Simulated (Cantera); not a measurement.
Cantera run:

```python
import numpy as np
import cantera as ct

gas_names = [...]  # 45 gases of nasa_gas.yaml made of Al, Cl, H, N, O
cond_names = """
    AL(cr) AL(L) ALCL3(s) ALCL3(L) ALN(s) AL2O3(a) AL2O3(L) H2O(s) H2O(L) NH4CL(a) NH4CL(b)
""".split()


# ... load() reads the species with a 1 bar reference pressure and builds the phases ...
atoms = {
    'Al': {'AL': 1},
    'HCl': {'H': 1, 'CL': 1},
    'N2': {'N': 2},
    'N2O': {'N': 2, 'O': 1},
}
top_T = {'ALN(s)': 2750}  # K; cautious upper limits of use, not melting points


# ... equilibrate(T, P, feed) seeds the gas with the atoms and calls Mixture.equilibrate('TP', solver="vcs", rtol=1e-11, max_steps=5000) ...
results = []
feed = {'Al': 1, 'HCl': 2.2, 'N2': 38, 'N2O': 0.62}  # mol
P = 3200  # Pa
for T in [950, 1050, 1150, 1250, 1350, 1450, 1550, 1650, 1750, 1850, 1950, 2050, 2150]:
    mix = equilibrate(T, P, feed)
    results.append((T, P, feed, dict(zip(mix.species_names, mix.species_moles))))

top = {s: max(r[3][s] / sum(r[3][g] for g in gas_names) for r in results) for s in gas_names}
cols = sorted((s for s in top if top[s] > 1e-06), key=lambda s: -top[s])[:9]
seen = [c for c in cond_names if any(r[3].get(c, 0) > 1e-12 for r in results)]
print("log10 of partial pressures in bar; condensed amounts in mol")
print(f"{'T/K':>10s}" + "".join(f"{s[:9]:>10s}" for s in cols + seen))
for T, P, feed, n in results:
    ng = sum(n[g] for g in gas_names)
    print(f"{T:10.4g}" + "".join(f"{np.log10(max(n[s] / ng * P / 1e5, 1e-99)):10.3f}" for s in cols)
          + "".join(f"{n.get(c, 0):10.4g}" for c in seen))
```

It prints:

```
log10 of partial pressures in bar; condensed amounts in mol
       T/K        N2       HCL        H2     ALCL3      ALCL        CL     ALCL2         H     ALOCL    ALN(s)  AL2O3(a)
       950    -1.516    -3.310    -3.205    -3.381   -11.228   -10.984    -8.473   -10.857   -16.870   0.06007    0.2067
      1050    -1.516    -3.329    -3.198    -3.374    -9.394    -9.861    -7.362    -9.690   -14.767    0.0512    0.2067
      1150    -1.516    -3.345    -3.192    -3.368    -7.884    -8.931    -6.449    -8.723   -13.033   0.04395    0.2067
      1250    -1.516    -3.359    -3.187    -3.365    -6.620    -8.149    -5.685    -7.909   -11.580   0.03715    0.2067
      1350    -1.516    -3.371    -3.183    -3.366    -5.549    -7.482    -5.040    -7.214   -10.346   0.02668    0.2067
      1450    -1.516    -3.376    -3.182    -3.387    -4.663    -6.898    -4.513    -6.615    -9.292         0    0.2067
      1550    -1.517    -3.276    -3.221    -3.467    -4.201    -6.265    -4.240    -6.112    -8.397         0    0.2067
      1650    -1.518    -3.173    -3.278    -3.593    -3.909    -5.681    -4.086    -5.681    -7.630         0    0.2066
      1750    -1.519    -3.087    -3.346    -3.766    -3.718    -5.161    -4.014    -5.307    -6.974         0    0.2066
      1850    -1.520    -3.028    -3.414    -3.989    -3.590    -4.709    -4.006    -4.976    -6.414         0    0.2064
      1950    -1.521    -2.995    -3.468    -4.263    -3.503    -4.327    -4.050    -4.674    -5.937         0    0.2058
      2050    -1.522    -2.986    -3.498    -4.591    -3.446    -4.013    -4.141    -4.393    -5.535         0    0.2046
      2150    -1.523    -3.001    -3.503    -4.968    -3.408    -3.760    -4.271    -4.127    -5.198         0    0.2021
```

These are equilibrium values from Cantera (NASA tables, ideal gas, pure condensed phases), not measurements of a reactor. Mutual solubility and eutectic melting of coexisting phases are not modelled. The tables' values for AlCl2 are old estimates; treat these amounts as uncertain. Condensed phases not in the tables: AlOCl, aluminium oxynitride.
